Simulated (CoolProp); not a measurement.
Vapour-liquid equilibrium of carbon dioxide (1) + 1-butene (2) at -30.85 °C; x and y are mole fractions of (1).

Model: multi-fluid Helmholtz-energy mixture model, Span 1996 and Lemmon 2005; pair parameters Bell 2016, in CoolProp.

Problem. Give the bubble pressure and the first vapour's composition at x = 0.65, 0.75, 0.95. Is there an azeotrope?

Solution. x = 0.65: 0.9905 MPa, y = 0.978; x = 0.75: 1.086 MPa, y = 0.983; x = 0.95: 1.314 MPa, y = 0.996. No azeotrope shows between x = 0.05 and 0.95.

The pair parameters rest on a limited set of measurements; away from them the model extrapolates. The gap from Raoult's law changes sign with composition, which may be real or a fault of the pair parameters; it wasn't checked against measurements.
